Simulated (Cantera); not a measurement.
Cantera run, input and output.

```python
import numpy as np
import cantera as ct

gas = ct.Solution("gri30.yaml")


def delay(T, t_max=10):
    gas.TPX = T, 101325, {'CH4': 1, 'O2': 1.33, 'N2': 5.01, 'H2O': 0.46}
    reactor = ct.IdealGasConstPressureReactor(gas, clone=False)
    net = ct.ReactorNet([reactor])
    net.rtol, net.atol = 1e-8, 1e-16
    while net.time < t_max:
        t_old, T_old = net.time, reactor.T
        net.step()
        if reactor.T > T + 400:  # ignition: a rise of 400 K
            return t_old + (T + 400 - T_old) / (reactor.T - T_old) * (net.time - t_old)
    return np.nan


taus = []
for T in [1173, 1223, 1273, 1323, 1373, 1423, 1473]:
    taus.append(delay(T))
    print(f"T0 = {T:6g} K   tau = {taus[-1]:.4e} s")
```

It prints:

```
T0 =   1173 K   tau = 9.6768e-02 s
T0 =   1223 K   tau = 4.8021e-02 s
T0 =   1273 K   tau = 2.4563e-02 s
T0 =   1323 K   tau = 1.2899e-02 s
T0 =   1373 K   tau = 6.9378e-03 s
T0 =   1423 K   tau = 3.8229e-03 s
T0 =   1473 K   tau = 2.1631e-03 s
```

Detailed kinetics in Cantera: GRI-Mech 3.0 (53 species, 325 reactions).
